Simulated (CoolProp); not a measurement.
A Linde-Hampson liquefier for CF4 (R14): isothermal reversible compression at 320 K from 1 atm to 25 MPa, throttling to 1 atm, return gas leaving the recuperator 0 K below the feed. Each further row changes one setting.

Model: reference Helmholtz-energy equation of state, Platzer 1990, in CoolProp. This equation is an older, rougher fit; its heat capacities, sound speeds and derivatives of the liquid may be far off and weren't checked against measurements.

```tsv
case	liquid yield per pass	compression work (kJ/kg of gas)
as stated	(withheld)	154
high pressure 50 MPa	0.250	(withheld)
warm-end temperature 350 K	(withheld)	(withheld)
warm-end gap 5 K	(withheld)	154
```

Q: What belongs in the gaps?

A: 
- as stated, liquid yield per pass: 0.242
- high pressure 50 MPa, compression work (kJ/kg of gas): 178
- warm-end temperature 350 K, liquid yield per pass: 0.188
- warm-end temperature 350 K, compression work (kJ/kg of gas): 173
- warm-end gap 5 K, liquid yield per pass: 0.230
